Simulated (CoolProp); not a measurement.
R22 along the isobar 6.97 MPa: Z from the reference equation and from simpler models built on Tc = 96.1 °C, pc = 4.990 MPa, ω = 0.221; each cubic takes its own stable root.

Values from CoolProp's reference Helmholtz-energy equation of state, Kamei 1995.

```tsv
T (°C)	phase	reference	van der Waals	Soave-Redlich-Kwong	Peng-Robinson
-69.55	liquid	0.2372	0.3891	0.2613	0.2322
-47.55	liquid	?	?	0.2445	?
-25.65	liquid	0.2120	0.3427	0.2325	0.2061
-3.65	liquid	0.2043	0.3277	0.2246	0.1988
18.25	liquid	0.1996	0.3176	0.2208	0.1954
40.25	liquid	0.1982	0.3122	0.2218	0.1964
62.15	liquid	0.2011	0.3125	0.2297	0.2040
84.15	liquid	0.2126	0.3215	0.2511	0.2246
106.15	supercritical	0.2584	0.3491	0.3184	0.2915
128.05	supercritical	0.4988	0.4415	0.5321	0.5019
150.05	supercritical	0.6396	0.5853	0.6649	0.6326
171.95	supercritical	0.7213	0.6707	0.7442	0.7122
```

### Question
Complete the blanks.

### Answer

- -47.55, reference: 0.2227
- -47.55, van der Waals: 0.3627
- -47.55, Peng-Robinson: 0.2170
